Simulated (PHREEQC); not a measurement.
0.027 g of hydrous ferric oxide (600 m²/g; 0.2 weak and 0.005 strong sites per Fe, Dzombak-Morel constants, diffuse double layer) in 1 kg of water with 0.001 mol/kgw of an inert sodium salt and 0.016 mmol/kgw CuSO4, at 25 °C; the pH is set by adding NaOH or the inert anion's acid. Oxygen alone is held at its pressure in air (log pO2 = -0.68). The system is closed to CO2. No solid was allowed to form.

Model: ion-association model, wateq4f.dat, run in PHREEQC.

```json
[
 {"pH": "3", "S sorbed (%)": "99.8", "Cu sorbed (%)": "0.0", "surface charge σ (C/m²)": "0.131", "surface potential ψ (mV)": "200"},
 {"pH": "3.5", "S sorbed (%)": "99.7", "Cu sorbed (%)": "0.0", "surface charge σ (C/m²)": "0.089", "surface potential ψ (mV)": "190"},
 {"pH": "4", "S sorbed (%)": "99.0", "Cu sorbed (%)": "…", "surface charge σ (C/m²)": "0.057", "surface potential ψ (mV)": "172"},
 {"pH": "4.5", "S sorbed (%)": "…", "Cu sorbed (%)": "2.9", "surface charge σ (C/m²)": "0.036", "surface potential ψ (mV)": "151"},
 {"pH": "5", "S sorbed (%)": "83.9", "Cu sorbed (%)": "10.7", "surface charge σ (C/m²)": "0.025", "surface potential ψ (mV)": "132"},
 {"pH": "5.5", "S sorbed (%)": "65.4", "Cu sorbed (%)": "…", "surface charge σ (C/m²)": "0.019", "surface potential ψ (mV)": "118"},
 {"pH": "6", "S sorbed (%)": "…", "Cu sorbed (%)": "64.9", "surface charge σ (C/m²)": "0.015", "surface potential ψ (mV)": "…"},
 {"pH": "6.5", "S sorbed (%)": "31.4", "Cu sorbed (%)": "87.0", "surface charge σ (C/m²)": "0.013", "surface potential ψ (mV)": "100"},
 {"pH": "7", "S sorbed (%)": "…", "Cu sorbed (%)": "93.4", "surface charge σ (C/m²)": "0.010", "surface potential ψ (mV)": "87"},
 {"pH": "7.5", "S sorbed (%)": "2.7", "Cu sorbed (%)": "…", "surface charge σ (C/m²)": "0.006", "surface potential ψ (mV)": "65"},
 {"pH": "8", "S sorbed (%)": "0.3", "Cu sorbed (%)": "93.5", "surface charge σ (C/m²)": "0.003", "surface potential ψ (mV)": "38"},
 {"pH": "8.5", "S sorbed (%)": "0.0", "Cu sorbed (%)": "93.3", "surface charge σ (C/m²)": "0.001", "surface potential ψ (mV)": "9"},
 {"pH": "9", "S sorbed (%)": "0.0", "Cu sorbed (%)": "93.1", "surface charge σ (C/m²)": "-0.001", "surface potential ψ (mV)": "-19"}
]
```

### Question
Some entries are withheld; supply them.

### Answer

- 4, Cu sorbed (%): 0.4
- 4.5, S sorbed (%): 95.4
- 5.5, Cu sorbed (%): 30.5
- 6, S sorbed (%): 48.0
- 6, surface potential ψ (mV): 109
- 7, S sorbed (%): 13.4
- 7.5, Cu sorbed (%): 93.7

Species that the database lacks are ignored. The database's constant for dissolved Cu(OH)2 is higher than later reviews accept. The oxide is taken as insoluble; below pH 4 it would dissolve.
